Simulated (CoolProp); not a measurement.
Model: reference Helmholtz-energy equation of state, Thol 2017, in CoolProp.

**Question.** For octamethyltrisiloxane (MDM), give the phase and the density (kg/m³), cp (kJ/(kg K)), speed of sound (m/s), expansivity (1/kK) at 128.55 °C and 0.567 MPa; -22.45 °C and 0.891 MPa.

**Answer.** 
- 128.55 °C and 0.567 MPa: liquid; density 706, cp 2.04, speed of sound 586, expansivity 1.65
- -22.45 °C and 0.891 MPa: liquid; density 863, cp 1.69, speed of sound 1090, expansivity 1.13
